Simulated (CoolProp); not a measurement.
Computed with CoolProp (reference Helmholtz-energy equation of state, Lemmon 2022).

Problem. For R1234yf, give the phase and the Joule-Thomson coefficient (K/MPa), Prandtl number at 331.4 K and 0.319 MPa; 346.9 K and 0.0225 MPa.

Solution. 
- 331.4 K and 0.319 MPa: gas; Joule-Thomson coefficient 13.7, Prandtl number 0.816
- 346.9 K and 0.0225 MPa: gas; Joule-Thomson coefficient 11.3, Prandtl number 0.789

Viscosity comes from a separate model (Bell 2016), an estimate that may be off by 10 % or more. Thermal conductivity comes from a separate model (Perkins 2011).
